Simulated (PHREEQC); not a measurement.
Dissolve 0.26 mol NaHCO3 and 0.00016 mol KOH per kg of water at 56 °C. Closed to the air; pH follows from the charge balance.

Equilibrium calculation in PHREEQC: ion-association model, phreeqc.dat.

This is a speciation only: nothing precipitates in the calculation.

Estimate the pH, activity of water.

pH 7.54; activity of water 0.992.

In which forms is C present?

HCO3- 88 %, NaHCO3 5.0 %, CO2 3.4 %, NaCO3- 2.9 %, CO3-2 0.6 % of the C.

Complexes and solids missing from the database can't appear. At this temperature some constants are extrapolated from 25 °C, and those without enthalpy data are left unchanged.
